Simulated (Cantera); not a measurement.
A perfectly stirred reactor is fed with CH₃OH : O₂ : N₂ : CO₂ = 1 : 2.88 : 10.8 : 0.42 (molar parts), equivalence ratio 0.52, at 3.36 atm; it is adiabatic with a 750 K inlet, and is followed from long to short residence time, starting on the burning branch (τ in s: 0.079, 0.035, 0.015, 0.0066, 0.0029, 0.0013, 0.00055, 0.00024, 0.0001, 4.6e-05).

Model: GRI-Mech 3.0 (53 species, 325 reactions), integrated in Cantera. GRI-Mech 3.0 was tuned for natural gas; its chemistry of methanol as a main component is partial and can be far from experiment.

Problem. Predict: blow-out, bracketed by the residence times tried; x(CH₃OH) at τ = 79.0 ms; x(O₂) at τ = 79.0 ms; x(N₂O) at τ = 79.0 ms; x(CH₂O) at τ = 79.0 ms; x(CH₃OH) at τ = 1.30 ms; x(O₂) at τ = 1.30 ms; x(N₂O) at τ = 1.30 ms; x(CH₂) at τ = 1.30 ms; x(CH₂O) at τ = 1.30 ms.

Solution. 
- blow-out, bracketed by the residence times tried: burning at 0.100 ms, out at 46.0 µs
- x(CH₃OH) at τ = 79.0 ms: 1.61e-6
- x(O₂) at τ = 79.0 ms: 0.0883
- x(N₂O) at τ = 79.0 ms: 4.78e-7
- x(CH₂O) at τ = 79.0 ms: 1.28e-6
- x(CH₃OH) at τ = 1.30 ms: 3.24e-5
- x(O₂) at τ = 1.30 ms: 0.0891
- x(N₂O) at τ = 1.30 ms: 1.53e-6
- x(CH₂) at τ = 1.30 ms: 1.44e-8
- x(CH₂O) at τ = 1.30 ms: 2.78e-5
